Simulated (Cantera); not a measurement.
A perfectly stirred reactor is fed with 6.11 % CH4, 2.20 % C2H6, 0.598 % C3H8, 19.0 % O2, 72.0 % N2, at 7500 Torr; it is adiabatic with a 700 K inlet, and is followed from long to short residence time, starting on the burning branch (τ in s: 0.094, 0.036, 0.013, 0.005, 0.0019, 0.00071, 0.00027, 0.0001, 3.8e-05, 1.4e-05).

Cantera simulation using GRI-Mech 3.0 (53 species, 325 reactions); the numbers are that mechanism's predictions, not measurements.

Problem. Predict: blow-out, bracketed by the residence times tried; x(CH4) at τ = 94.0 ms; x(C2H6) at τ = 94.0 ms; x(C3H8) at τ = 94.0 ms; x(H2) at τ = 94.0 ms; x(CO2) at τ = 94.0 ms; x(CH4) at τ = 0.710 ms; x(C2H6) at τ = 0.710 ms; x(C3H8) at τ = 0.710 ms; x(H2) at τ = 0.710 ms; x(CO2) at τ = 0.710 ms.

Solution. 
```
Property                                                                           Value
------------------------------------------------  --------------------------------------
blow-out, bracketed by the residence times tried  burning at 14.0 µs, the shortest tried
x(CH4) at τ = 94.0 ms                                                            1.62e-6
x(C2H6) at τ = 94.0 ms                                                           1.01e-8
x(C3H8) at τ = 94.0 ms                                                           3.33e-9
x(H2) at τ = 94.0 ms                                                              0.0228
x(CO2) at τ = 94.0 ms                                                             0.0654
x(CH4) at τ = 0.710 ms                                                           5.48e-5
x(C2H6) at τ = 0.710 ms                                                          1.11e-6
x(C3H8) at τ = 0.710 ms                                                          3.04e-7
x(H2) at τ = 0.710 ms                                                             0.0234
x(CO2) at τ = 0.710 ms                                                            0.0639
```
